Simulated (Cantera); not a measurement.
What does this Cantera script print?

```python
import numpy as np
import cantera as ct

gas_names = """
    H HNO HNO2 HNO3 HO2 H2 H2O H2O2 N NH NH2 NH3 NH2OH NO NO2 NO3 N2 N2H2 N2H4 N2O O OH O2 O3 Si SiH
    SiH2 SiH3 SiH4 SiN SiO SiO2 Si2 Si2N Si3
""".split()
cond_names = """
    H2O(s) H2O(L) Si(cr) Si(L) SiO2(Lqz) SiO2(hqz) SiO2(L) Si2N2O(s) Si3N4(a)
""".split()


# ... load() reads the species with a 1 bar reference pressure and builds the phases ...
atoms = {
    'Si': {'Si': 1},
    'H2O': {'H': 2, 'O': 1},
    'N2': {'N': 2},
}
top_T = {'Si2N2O(s)': 2100, 'Si3N4(a)': 2400}  # K; cautious upper limits of use, not melting points


# ... equilibrate(T, P, feed) seeds the gas with the atoms and calls Mixture.equilibrate('TP', solver="vcs", rtol=1e-11, max_steps=5000) ...
results = []
feed = {'Si': 1, 'H2O': 0.18, 'N2': 9.7}  # mol
T = 1775  # K
for P in [0.1, 2.5, 63, 1600, 40000, 1000000]:
    mix = equilibrate(T, P, feed)
    results.append((T, P, feed, dict(zip(mix.species_names, mix.species_moles))))
    x = sorted(zip(gas.X, gas.species_names), reverse=True)
    print(f"T = {T:g} K  P = {P:g} Pa  gas = {mix.phase_moles(0):.4g} mol")
    print("   x: " + "  ".join(f"{s} {v:.3e}" for v, s in x if v > 1e-05))
    print("   condensed (mol): " + ("  ".join(f"{mix.phase(i).name} {mix.phase_moles(i):.4g}"
          for i in range(1, mix.n_phases) if mix.phase_moles(i) > 1e-12) or "none"))
```

Output:

```
T = 1775 K  P = 0.1 Pa  gas = 11 mol
   x: N2 8.819e-01  Si 7.448e-02  H 2.159e-02  SiO 1.637e-02  H2 5.566e-03  SiN 3.339e-05  Si2 1.415e-05
   condensed (mol): none
T = 1775 K  P = 2.5 Pa  gas = 10.91 mol
   x: N2 8.892e-01  Si 7.361e-02  SiO 1.650e-02  H2 1.316e-02  H 6.640e-03  Si2 3.454e-04  Si2N 2.297e-04  SiN 1.657e-04  Si3 6.988e-05  SiH 5.181e-05
   condensed (mol): none
T = 1775 K  P = 63 Pa  gas = 10.1 mol
   x: N2 9.600e-01  SiO 1.782e-02  H2 1.705e-02  Si 3.484e-03  H 1.506e-03  Si2N 6.763e-05  SiN 4.090e-05  Si2 1.950e-05  SiH 1.402e-05
   condensed (mol): Si(L) 0.7823
T = 1775 K  P = 1600 Pa  gas = 9.4 mol
   x: N2 9.707e-01  H2 1.899e-02  SiO 9.907e-03  H 3.153e-04  Si 7.132e-05
   condensed (mol): Si2N2O(s) 0.08687  Si3N4(a) 0.2441
T = 1775 K  P = 40000 Pa  gas = 9.275 mol
   x: N2 9.804e-01  H2 1.937e-02  SiO 1.351e-04  H 6.370e-05
   condensed (mol): Si2N2O(s) 0.1787  Si3N4(a) 0.2137
T = 1775 K  P = 1e+06 Pa  gas = 9.273 mol
   x: N2 9.806e-01  H2 1.940e-02  H 1.275e-05
   condensed (mol): Si2N2O(s) 0.18  Si3N4(a) 0.2133
```

Method: chemical equilibrium by Gibbs-energy minimisation in Cantera with the NASA 1993 tables (ideal gas, pure condensed phases). Mutual solubility and eutectic melting of coexisting phases are not modelled. The tables' values for SiN are old estimates; treat these amounts as uncertain.
